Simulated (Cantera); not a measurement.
A Cantera script and its output.

```python
import numpy as np
import cantera as ct

gas = ct.Solution("gri30.yaml")
gas.TPX = 1248, 39000, {'N2O': 1, 'H2': 0.0038, 'N2': 0.73}
reactor = ct.IdealGasConstPressureReactor(gas, energy="off", clone=False)
net = ct.ReactorNet([reactor])
net.rtol, net.atol = 1e-08, 1e-18
show = ['N2O', 'H2', 'N2', 'H', 'H2O']
times = np.geomspace(0.0002, 100, 13)

steps = ct.SolutionArray(gas, extra=["t"])
rows = []
print(f"{'t/s':>10s}{'T/K':>9s}{'P/Pa':>11s}" + "".join(f"{s:>11s}" for s in show))
for t in times:
    while net.time < t:
        t_next = net.step()
        steps.append(gas.state, t=t_next)
    rows.append([np.interp(t, steps.t, y) for y in (steps.T, steps.P, *steps(*show).X.T)])
    print(f"{t:10.3e}{rows[-1][0]:9.1f}{rows[-1][1]:11.4g}" + "".join(f"{x:11.3e}" for x in rows[-1][2:]))
rate = np.gradient(steps.T, steps.t)
print("integrator steps:", len(steps.t))
if steps.T.max() > steps.T[0] + 200:
    print(f"time of steepest temperature rise: {steps.t[rate.argmax()]:.4e} s")
gas.TPX = 1248, 39000, {'N2O': 1, 'H2': 0.0038, 'N2': 0.73}
gas.equilibrate("TP")
print(f"equilibrium (TP): T = {gas.T:.1f} K  " + "  ".join(f"{s} {gas[s].X[0]:.3e}" for s in show))
```

Result:

```
       t/s      T/K       P/Pa        N2O         H2         N2          H        H2O
 2.000e-04   1248.0    3.9e+04  5.767e-01  2.177e-03  4.211e-01  3.210e-07  1.123e-05
 5.970e-04   1248.0    3.9e+04  5.764e-01  2.088e-03  4.213e-01  6.974e-07  9.438e-05
 1.782e-03   1248.0    3.9e+04  5.755e-01  1.684e-03  4.220e-01  8.065e-07  4.918e-04
 5.318e-03   1248.0    3.9e+04  5.732e-01  8.623e-04  4.236e-01  3.631e-07  1.316e-03
 1.587e-02   1248.0    3.9e+04  5.681e-01  1.943e-04  4.268e-01  5.600e-08  1.985e-03
 4.738e-02   1248.0    3.9e+04  5.549e-01  1.075e-05  4.344e-01  4.501e-09  2.160e-03
 1.414e-01   1248.0    3.9e+04  5.186e-01  1.293e-08  4.550e-01  2.625e-09  2.140e-03
 4.221e-01   1248.0    3.9e+04  4.268e-01  7.527e-09  5.070e-01  2.749e-09  2.062e-03
 1.260e+00   1248.0    3.9e+04  2.516e-01  6.993e-09  6.067e-01  2.643e-09  1.913e-03
 3.761e+00   1248.0    3.9e+04  7.000e-02  4.730e-09  7.112e-01  1.471e-09  1.760e-03
 1.122e+01   1248.0    3.9e+04  4.930e-03  7.857e-10  7.500e-01  9.397e-11  1.706e-03
 3.350e+01   1248.0    3.9e+04  7.804e-06  2.042e-10  7.531e-01  1.082e-11  1.702e-03
 1.000e+02   1248.0    3.9e+04  4.928e-07  2.034e-10  7.531e-01  1.074e-11  1.702e-03
integrator steps: 2146
equilibrium (TP): T = 1248.0 K  N2O 1.206e-08  H2 1.928e-10  N2 7.750e-01  H 1.045e-11  H2O 1.702e-03
```

Model: GRI-Mech 3.0 (53 species, 325 reactions), integrated in Cantera. GRI-Mech 3.0 was tuned for natural gas; its chemistry of N2O as a main component is partial and can be far from experiment. The mechanism lacks the step 2 NO + O2 → 2 NO2, which can matter for NO2 below about 1400 K. The temperature is held fixed by assumption; the heat of reaction is taken as removed at once.
